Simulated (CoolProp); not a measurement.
Vapour-liquid equilibrium of ethylbenzene (1) + o-xylene (2) at 79.4 kPa; x and y are mole fractions of (1).

Model: multi-fluid Helmholtz-energy mixture model, Zhou 2012 and Zhou 2012; pair parameters Bell 2016, in CoolProp.

```csv
x,bubble temperature (K),y at the bubble point,dew temperature at overall composition x (K),liquid density (mol/L)
0.05,408.1,(withheld),408.2,7.324
0.15,407.2,0.181,407.4,7.314
0.25,406.2,0.296,406.6,7.304
0.35,405.3,0.405,(withheld),7.294
0.45,404.4,0.508,404.9,7.285
0.55,403.6,0.606,404.1,(withheld)
0.65,402.8,(withheld),403.2,7.268
0.75,402.0,0.787,402.4,7.260
0.85,401.4,(withheld),401.5,7.253
0.95,400.8,0.958,400.8,7.247
```

What belongs in the gaps?


- 0.05, y at the bubble point: 0.061
- 0.35, dew temperature at overall composition x (K): 405.8
- 0.55, liquid density (mol/L): 7.276
- 0.65, y at the bubble point: 0.698
- 0.85, y at the bubble point: 0.873

No azeotrope shows between x = 0.05 and 0.95.

The pair parameters rest on a limited set of measurements; away from them the model extrapolates.
